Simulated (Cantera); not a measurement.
**Equilibrium for boron, boron nitride and boron oxide: B₂O₃ + H₂**

A closed system holds: 1 mol B₂O₃, 25 mol H₂, held at 24.0 Pa.

These are equilibrium values from Cantera (NASA tables, ideal gas, pure condensed phases), not measurements of a reactor. Candidate condensed phases: B, B₂O₃, B₃O₃H₃, H₂O; 23 gas species. Equilibrium is a limit: real reactors are often held back by kinetics, nucleation or transport.

From 1077 °C to 1127 °C the condensed part is B₂O₃(l). From 1177 °C to 1677 °C nothing is condensed. The main B-bearing gas is B₂O₃ at 1077 °C and HBO₂ at 1677 °C.

```
T (°C)   x H₂       x H   x HBO₂   x B₂O₃      x BO    x HBO  n B₂O₃(l)
------  -----  --------  -------  -------  --------  -------  ---------
1077    0.987  0.000153  0.00498  0.00293   2.46e-5  0.00481      0.796
1127    0.968  0.000309   0.0106   0.0100   9.05e-5  0.00933      0.466
1177    0.945  0.000593   0.0172   0.0208  0.000250   0.0142          0
1227    0.943   0.00110   0.0181   0.0197  0.000464   0.0152          0
1277    0.941   0.00197   0.0190   0.0186  0.000822   0.0162          0
1327    0.938   0.00340   0.0198   0.0175   0.00140   0.0170          0
1377    0.934   0.00567   0.0205   0.0164   0.00227   0.0176          0
1427    0.929   0.00917   0.0212   0.0152   0.00356   0.0180          0
1477    0.923    0.0144   0.0219   0.0139   0.00534   0.0181          0
1527    0.913    0.0221   0.0224   0.0126   0.00771   0.0179          0
1577    0.900    0.0330   0.0227   0.0111    0.0107   0.0173          0
1627    0.883    0.0481   0.0227  0.00962    0.0142   0.0163          0
1677    0.861    0.0686   0.0225  0.00810    0.0182   0.0150          0
```
x: gas mole fraction; n: condensed amount in mol.
